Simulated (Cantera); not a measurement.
Cantera run:

```python
import numpy as np
import cantera as ct

gas_names = """
    N NO NO2 NO3 N2 N2O O O2 O3 Zr ZrN ZrO ZrO2
""".split()
cond_names = """
    Zr(a) Zr(b) Zr(L) ZrN(s) ZrN(L) ZrO2(a) ZrO2(b) ZrO2(L)
""".split()


# ... load() reads the species with a 1 bar reference pressure and builds the phases ...
atoms = {
    'Zr': {'Zr': 1},
    'O2': {'O': 2},
    'N2': {'N': 2},
}
top_T = {}  # K; cautious upper limits of use, not melting points


# ... equilibrate(T, P, feed) seeds the gas with the atoms and calls Mixture.equilibrate('TP', solver="vcs", rtol=1e-11, max_steps=5000) ...
results = []
T = 2873  # K
P = 140  # Pa
for m in [2.7, 4, 6, 9, 13, 20, 30, 46, 69]:
    feed = {'Zr': 1, 'O2': 6, 'N2': m}  # mol
    mix = equilibrate(T, P, feed)
    results.append((T, P, feed, dict(zip(mix.species_names, mix.species_moles))))
    x = sorted(zip(gas.X, gas.species_names), reverse=True)
    print(f"T = {T:g} K  P = {P:g} Pa  n(N2) = {m:g} mol  gas = {mix.phase_moles(0):.4g} mol")
    print("   x: " + "  ".join(f"{s} {v:.3e}" for v, s in x if v > 1e-05))
    print("   condensed (mol): " + ("  ".join(f"{mix.phase(i).name} {mix.phase_moles(i):.4g}"
          for i in range(1, mix.n_phases) if mix.phase_moles(i) > 1e-12) or "none"))
```

Output:

```
T = 2873 K  P = 140 Pa  n(N2) = 2.7 mol  gas = 11.74 mol
   x: O 6.254e-01  N2 2.223e-01  O2 1.061e-01  ZrO2 2.959e-02  NO 1.534e-02  ZrO 1.195e-03  N 7.464e-05
   condensed (mol): ZrO2(b) 0.6385
T = 2873 K  P = 140 Pa  n(N2) = 4 mol  gas = 13.16 mol
   x: O 5.692e-01  N2 2.958e-01  O2 8.787e-02  ZrO2 2.959e-02  NO 1.610e-02  ZrO 1.313e-03  N 8.610e-05
   condensed (mol): ZrO2(b) 0.5932
T = 2873 K  P = 140 Pa  n(N2) = 6 mol  gas = 15.33 mol
   x: O 5.013e-01  N2 3.832e-01  O2 6.815e-02  ZrO2 2.959e-02  NO 1.614e-02  ZrO 1.491e-03  N 9.800e-05
   condensed (mol): ZrO2(b) 0.5234
T = 2873 K  P = 140 Pa  n(N2) = 9 mol  gas = 18.56 mol
   x: N2 4.773e-01  O 4.266e-01  O2 4.935e-02  ZrO2 2.959e-02  NO 1.533e-02  ZrO 1.752e-03  N 1.094e-04
   condensed (mol): ZrO2(b) 0.4183
T = 2873 K  P = 140 Pa  n(N2) = 13 mol  gas = 22.82 mol
   x: N2 5.626e-01  O 3.571e-01  O2 3.459e-02  ZrO2 2.959e-02  NO 1.393e-02  ZrO 2.093e-03  N 1.187e-04
   condensed (mol): ZrO2(b) 0.2768
T = 2873 K  P = 140 Pa  n(N2) = 20 mol  gas = 30.24 mol
   x: N2 6.554e-01  O 2.793e-01  ZrO2 2.959e-02  O2 2.115e-02  NO 1.176e-02  ZrO 2.677e-03  N 1.282e-04
   condensed (mol): ZrO2(b) 0.0241
T = 2873 K  P = 140 Pa  n(N2) = 30 mol  gas = 40.41 mol
   x: N2 7.376e-01  O 2.153e-01  ZrO2 2.215e-02  O2 1.257e-02  NO 9.619e-03  ZrO 2.599e-03  N 1.360e-04
   condensed (mol): none
T = 2873 K  P = 140 Pa  n(N2) = 46 mol  gas = 56.55 mol
   x: N2 8.097e-01  O 1.583e-01  ZrO2 1.525e-02  NO 7.408e-03  O2 6.794e-03  ZrO 2.434e-03  N 1.425e-04
   condensed (mol): none
T = 2873 K  P = 140 Pa  n(N2) = 69 mol  gas = 79.68 mol
   x: N2 8.631e-01  O 1.150e-01  ZrO2 1.029e-02  NO 5.559e-03  O2 3.588e-03  ZrO 2.260e-03  N 1.471e-04
   condensed (mol): none
```

Equilibrium computed with Cantera from the NASA thermochemical tables; the gas is ideal and each condensed phase is pure.
